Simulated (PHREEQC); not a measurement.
Dissolve 3.1e-05 mol/kgw HBF4 and 0.066 mol/kgw FeCl3 at 25 °C. Closed to the air; pH follows from the charge balance.

All values are PHREEQC results (ion-association model, phreeqc.dat), not measurements.

```
Quantity                  Value
----------------  -------------
pH                         1.91
ionic strength    0.281 mol/kgw
total alkalinity    -132 meq/kg
```

| species | molality | activity | log γ |
|---|---|---|---|
| Cl- | 0.161 | 0.111 | -0.161 |
| FeCl+2 | 0.0271 | 0.00714 | -0.578 |
| Fe+3 | 0.0189 | 0.00213 | -0.948 |
| H+ | 0.0156 | 0.0122 | -0.105 |
| FeCl2+ | 0.00494 | 0.00354 | -0.145 |
| Fe2(OH)2+4 | 0.00464 | 3.37e-5 | -2.140 |
| FeOH+2 | 0.00424 | 0.00112 | -0.578 |
| Fe3(OH)4+5 | 0.000467 | 2.12e-7 | -3.343 |
| FeF+2 | 0.000124 | 3.27e-5 | -0.578 |
| Fe(OH)2+ | 4.16e-5 | 3.01e-5 | -0.139 |
| FeCl3 | 3.69e-5 | 3.94e-5 | 0.028 |
| H3BO3 | 3.10e-5 | 3.31e-5 | 0.028 |

No solid was allowed to form. Saturation is exceeded, for instance for Hematite (slow to form), Goethite (slow to form); the values hold only as long as no solid forms. Real BF4- forms and hydrolyses slowly; the run takes it at equilibrium. Fluoro complexes past AlF4- and FeF3 are missing from the database.
